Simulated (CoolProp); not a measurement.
R365MFC along the isobar 3.03 MPa: fugacity coefficient from the reference equation and from simpler models built on Tc = 460.0 K, pc = 3.266 MPa, ω = 0.377; each cubic takes its own stable root.

Computed with CoolProp (reference Helmholtz-energy equation of state, Lemmon 2016).

```tsv
T (K)	phase	reference
423.3	liquid	0.4505
428.5	liquid	0.4840
433.6	liquid	0.5176
438.7	liquid	0.5518
443.8	liquid	0.5863
448.9	liquid	0.6208
454	liquid	0.6548
459.1	gas	0.6766
464.2	gas	0.6907
469.3	gas	0.7032
474.4	gas	0.7147
479.6	gas	0.7256
484.7	gas	0.7355
489.8	gas	0.7449
494.9	gas	0.7538
500	gas	0.7622
```

### Question
How far does each simpler model (van der Waals, Redlich-Kwong, Peng-Robinson) lie from the reference over these 16 states: mean and median of the absolute difference, and the worst?

### Answer
- van der Waals: mean 10.8 %, median 5.9 %, worst +32.5 % at 423.3 K and 3.03 MPa
- Redlich-Kwong: mean 4.6 %, median 1.8 %, worst +15.4 % at 423.3 K and 3.03 MPa
- Peng-Robinson: mean 0.8 %, median 0.8 %, worst -1.3 % at 459.1 K and 3.03 MPa
